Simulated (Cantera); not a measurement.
Charge: 1 mol MgO, 1.6 mol SiCl4, 2.4 mol O2, at 13300 Pa.

Method: chemical equilibrium by Gibbs-energy minimisation in Cantera with the NASA 1993 tables (ideal gas, pure condensed phases). Candidate condensed phases: Mg, MgCl2, MgO, MgSiO3, Mg2SiO4, Si, SiO2; 20 gas species. Mutual solubility and eutectic melting of coexisting phases are not modelled. The tables hold silica as quartz up to 1696 K and as liquid above; real silica turns to tridymite and cristobalite and melts near 1996 K. Condensed phases not in the tables: alloys, solid solutions and most ternary compounds. Kinetics and transport are ignored.

x: gas mole fraction; n: condensed amount in mol.

```tsv
T (K)	x Cl2	x O2	x Cl	x MgCl2	n MgSiO3(s)	n SiO2(α-quartz)	n SiO2(β-quartz)
800	0.800	0.200	2.29e-5	2.65e-9	1.00	0.600	0
850	0.800	0.200	6.84e-5	2.31e-8	1.00	0	0.600
900	0.800	0.200	[?]	[?]	1.000	0	0.600
950	0.800	0.200	0.000433	8.82e-7	1.000	0	0.600
1000	0.799	0.200	0.000951	4.12e-6	1.000	0	0.600
1050	0.798	0.200	[?]	[?]	1.000	0	0.600
1100	0.797	0.200	0.00370	5.84e-5	1.000	0	0.600
1150	0.794	0.199	0.00669	0.000184	0.999	0	0.601
1200	0.789	0.199	0.0115	0.000525	0.998	0	0.602
```

**Question.** Complete the blanks.

**Answer.** 
- 900, x Cl: 0.000181
- 900, x MgCl2: 1.59e-7
- 1050, x Cl: 0.00194
- 1050, x MgCl2: 1.65e-5
